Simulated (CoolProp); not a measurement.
Toluene at 340.21 K and 15.4 MPa is throttled through a valve to 3.91 MPa with no heat exchange. Each further row changes one setting.

Computed with CoolProp (reference Helmholtz-energy equation of state, Lemmon 2006). It is a short technical equation, of lower accuracy than the large ones.

```
case                      temperature change (K)  final density (kg/m³)
------------------------  ----------------------  ---------------------
as stated                                   +4.7                    822
outlet pressure 1.17 MPa                    +5.8                    818
outlet pressure 5.08 MPa                    +4.2                    823
```
